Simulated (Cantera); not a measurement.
Cantera run:

```python
import numpy as np
import cantera as ct

gas_names = [...]  # 87 gases of nasa_gas.yaml made of C, H, Si
cond_names = """
    C(gr) C6H6(L) C7H8(L) C8H18(L),n-octa Si(cr) Si(L) SiC(b)
""".split()


# ... load() reads the species with a 1 bar reference pressure and builds the phases ...
atoms = {
    'SiH4': {'Si': 1, 'H': 4},
    'C3H8': {'C': 3, 'H': 8},
    'H2': {'H': 2},
}
top_T = {'C(gr)': 4500, 'SiC(b)': 3050}  # K; cautious upper limits of use, not melting points


# ... equilibrate(T, P, feed) seeds the gas with the atoms and calls Mixture.equilibrate('TP', solver="vcs", rtol=1e-11, max_steps=5000) ...
results = []
feed = {'SiH4': 1, 'C3H8': 0.17, 'H2': 940}  # mol
P = 1000  # Pa
for T in [1175, 1375, 1575, 1775, 1975, 2175, 2375]:
    mix = equilibrate(T, P, feed)
    results.append((T, P, feed, dict(zip(mix.species_names, mix.species_moles))))

top = {s: max(r[3][s] / sum(r[3][g] for g in gas_names) for r in results) for s in gas_names}
cols = sorted((s for s in top if top[s] > 1e-05), key=lambda s: -top[s])[:6]
seen = [c for c in cond_names if any(r[3].get(c, 0) > 1e-12 for r in results)]
print("log10 of partial pressures in bar; condensed amounts in mol")
print(f"{'T/K':>10s}" + "".join(f"{s[:9]:>10s}" for s in cols + seen))
for T, P, feed, n in results:
    ng = sum(n[g] for g in gas_names)
    print(f"{T:10.4g}" + "".join(f"{np.log10(max(n[s] / ng * P / 1e5, 1e-99)):10.3f}" for s in cols)
          + "".join(f"{n.get(c, 0):10.4g}" for c in seen))
```

It prints:

```
log10 of partial pressures in bar; condensed amounts in mol
       T/K        H2         H        Si C2H2,acet       SiH      SiH2    Si(cr)     Si(L)    SiC(b)
      1175    -2.000    -7.912   -12.271   -14.878   -12.024   -10.149    0.4902         0    0.5097
      1375    -2.000    -6.465    -9.387   -12.487    -9.636    -8.588    0.4899         0    0.5098
      1575    -2.000    -5.381    -7.241   -10.708    -7.863    -7.425    0.4799         0    0.5098
      1775    -2.001    -4.539    -5.659    -9.185    -6.570    -6.603         0     0.229    0.5078
      1975    -2.006    -3.867    -5.255    -6.268    -6.401    -6.807         0         0    0.3897
      2175    -2.022    -3.322    -5.018    -5.603    -6.361    -7.077         0         0         0
      2375    -2.062    -2.882    -5.022    -5.617    -6.545    -7.529         0         0         0
```

Equilibrium computed with Cantera from the NASA thermochemical tables; the gas is ideal and each condensed phase is pure. Mutual solubility and eutectic melting of coexisting phases are not modelled. Gases not in the tables: Si2H6 and higher silanes.
